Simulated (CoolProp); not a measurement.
A simple Rankine cycle with propane: condensing at 298.15 K, boiler at 2.91 MPa, turbine inlet 389.2 K, turbine efficiency 0.6, pump efficiency 0.6, no recuperator. Each further row changes one setting.

The numbers come from the reference Helmholtz-energy equation of state, Lemmon 2009 in CoolProp.

```tsv
case	thermal efficiency (%)	net work (kJ/kg)	heat in (kJ/kg)	turbine exit temperature (K)	volume ratio over the turbine
as stated	6.7	31.7	474	351.3	3.24
turbine inlet 409.2 K	6.8	35.5	525	373.8	3.17
condensing temperature 290.15 K	7.8	38.4	495	345.7	4.00
boiler pressure 2.04 MPa	4.9	24.6	497	366.0	2.18
turbine efficiency 0.5	5.3	25.3	474	354.4	3.28
```
